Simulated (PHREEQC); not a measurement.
Dissolve 0.003 mol HF, 5.5e-05 mol H2SiF6, 0.021 mol HBF4 and 0.081 mol HNO3 per kg of water at 83 °C and 100 atm. Closed to the air; pH follows from the charge balance.

Computed with PHREEQC (ion-association model, phreeqc.dat).

Each row changes one thing in this solution. This is a speciation only: nothing precipitates in the calculation.

```json
[
 {"case": "as made", "pH": "1.11", "ionic strength (mol/kgw)": "0.0965", "HF (mol/kgw)": "0.0268", "BF4- (mol/kgw)": "0.0145", "H3BO3 (mol/kgw)": "0.00562", "BF3OH- (mol/kgw)": "0.000662"},
 {"case": "H2SiF6 replaced by H4SiO4 at the same molality", "pH": "1.11", "ionic strength (mol/kgw)": "0.0965", "HF (mol/kgw)": "0.0267", "BF4- (mol/kgw)": "0.0144", "H3BO3 (mol/kgw)": "0.00568", "BF3OH- (mol/kgw)": "0.000661"},
 {"case": "diluted 5-fold with water", "pH": "1.80", "ionic strength (mol/kgw)": "0.0178", "HF (mol/kgw)": "0.0120", "BF4- (mol/kgw)": "0.00116", "H3BO3 (mol/kgw)": "0.00281", "BF3OH- (mol/kgw)": "0.000121"},
 {"case": "H2SiF6 left out", "pH": "1.11", "ionic strength (mol/kgw)": "0.0964", "HF (mol/kgw)": "0.0267", "BF4- (mol/kgw)": "0.0144", "H3BO3 (mol/kgw)": "0.00566", "BF3OH- (mol/kgw)": "0.000661"},
 {"case": "HNO3 left out", "pH": "1.81", "ionic strength (mol/kgw)": "0.0174", "HF (mol/kgw)": "0.0208", "BF4- (mol/kgw)": "0.0155", "H3BO3 (mol/kgw)": "0.00405", "BF3OH- (mol/kgw)": "0.000933"}
]
```

Under pressure, the constants of complexes without a molar volume in the database are unreliable. Away from 25 °C the constants follow the database's enthalpies or fits; those with neither stay at their 25 °C values. SiF6-2 is the database's only silicon fluoride. Real BF4- forms and hydrolyses slowly; the run takes it at equilibrium.
